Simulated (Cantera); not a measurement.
A closed system holds: 1 mol B2O3, 0.056 mol H2O, 9.3 mol NH3, equilibrated at 1.00 bar.

Equilibrium computed with Cantera from the NASA thermochemical tables; the gas is ideal and each condensed phase is pure. Candidate condensed phases: B, BN, B2O3, B3O3H3, H2O; 39 gas species. Equilibrium is a limit: real reactors are often held back by kinetics, nucleation or transport. All values below are at 1877 °C.

Base state: H2 0.674, N2 0.236, HBO2 0.0293, HBO 0.0287, B2O3 0.0181, H2O 0.00619, H 0.00346, B2O2 0.00271 (mole fractions); condensed: gas only.

**Question.** What changes in the equilibrium state with this change: H2O from 0.056 to 1.3 mol?

**Answer.** 
```
species   before     after
-------  -------  --------
H2         0.674     0.654
N2         0.236     0.222
HBO2      0.0293    0.0598
H2O      0.00619    0.0374
HBO       0.0287   0.00943
B2O3      0.0181    0.0125
B2O2     0.00271  0.000301
OH       4.11e-6   2.52e-5
BO       0.00187  0.000623
BO2      2.34e-5   4.85e-5
H        0.00346   0.00341
```
